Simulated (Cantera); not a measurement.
Charge: 1 mol CH3OH, 0.62 mol H2, 9.5 mol N2, at 1702 °C and 0.0990 bar.

Equilibrium computed with Cantera from the NASA thermochemical tables; the gas is ideal and each condensed phase is pure. Candidate condensed phases: C, C6H6, C7H8, C8H18, H2O; 136 gas species. Equilibrium is a limit: real reactors are often held back by kinetics, nucleation or transport.

Base state: N2 0.723, H2 0.198, CO 0.0761, H 0.00194, HCN 3.18e-5, H2O 3.09e-5 (mole fractions); condensed: gas only.

**Question.** What changes in the equilibrium state with this change: temperature from 1702 °C to 400 °C?

**Answer.** 
```json
[
 {"species": "N2", "before": "0.723", "after": "0.786"},
 {"species": "H2", "before": "0.198", "after": "0.124"},
 {"species": "H2O", "before": "3.09e-5", "after": "0.0467"},
 {"species": "CO", "before": "0.0761", "after": "0.00353"},
 {"species": "CH4", "before": "1.11e-8", "after": "0.0231"},
 {"species": "CO2", "before": "2.63e-6", "after": "0.0163"},
 {"species": "H", "before": "0.00194", "after": "<1e-9"},
 {"species": "HCN", "before": "3.18e-5", "after": "<1e-9"},
 {"species": "NH3", "before": "1.56e-7", "after": "5.14e-5"},
 {"species": "C(graphite), mol", "before": "0", "after": "0.482"}
]
```

**Question.** What changes in the equilibrium state with this change: CH3OH replaced by C2H2?

**Answer.** 
```tsv
species	before	after
N2	0.723	0.851
H2	0.198	0.142
HCN	3.18e-5	0.00464
CO	0.0761	0
H2O	3.09e-5	0
C2H2 (acetylene)	5.09e-9	9.23e-5
HNC	1.72e-6	0.000252
H	0.00194	0.00164
C(graphite), mol	0	1.94
```
